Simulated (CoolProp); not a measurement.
R1233zd(E) at 293.15 K and 0.0569 MPa is compressed adiabatically to 0.243 MPa with isentropic efficiency 0.7. Each further row changes one setting.

Computed with CoolProp (reference Helmholtz-energy equation of state, Akasaka 2022).

| case | work (kJ/kg) | final temperature (K) | final density (kg/m³) |
|---|---|---|---|
| as stated | … | … | … |
| efficiency 1 | … | 331.7 | … |
| efficiency 0.65 | … | … | … |

Some entries are withheld; supply them.


- as stated, work (kJ/kg): 39.6
- as stated, final temperature (K): 345.2
- as stated, final density (kg/m³): 11.7
- efficiency 1, work (kJ/kg): 27.7
- efficiency 1, final density (kg/m³): 12.3
- efficiency 0.65, work (kJ/kg): 42.6
- efficiency 0.65, final temperature (K): 348.7
- efficiency 0.65, final density (kg/m³): 11.6
